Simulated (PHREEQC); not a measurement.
Reverse-osmosis permeate: an equilibrium model

A made-up water analysis in mmol/kgw, 35 °C, pH 6.38, pe 0.8:

```
constituent           mmol/kgw
--------------------  --------
Na                      0.0982
K                       0.0183
Ca                       0.355
Mg                     0.00815
Cl                      0.0795
S(6)                    0.0541
Alkalinity (meq/kgw)     0.634
Sr                    0.000244
Mn(2)                 0.000469
```

Cl is adjusted to close the charge balance.
Valence states are taken as typed.

All values are PHREEQC results (ion-association model, phreeqc.dat), not measurements.

```
Property                        Value
--------------------  ---------------
ionic strength        0.00125 mol/kgw
specific conductance        110 µS/cm
```

```tsv
species	molality	activity	log γ
HCO3-	0.000631	0.000607	-0.017
CO2	0.000516	0.000517	0.000
Ca+2	0.000350	0.000298	-0.069
Cl-	0.000102	9.80e-5	-0.018
Na+	9.82e-5	9.43e-5	-0.017
SO4-2	5.15e-5	4.39e-5	-0.069
K+	1.83e-5	1.76e-5	-0.018
Mg+2	8.01e-6	6.83e-6	-0.069
CaHCO3+	2.72e-6	2.61e-6	-0.017
CaSO4	2.50e-6	2.50e-6	0.000
```

This is a speciation only: nothing precipitates in the calculation.
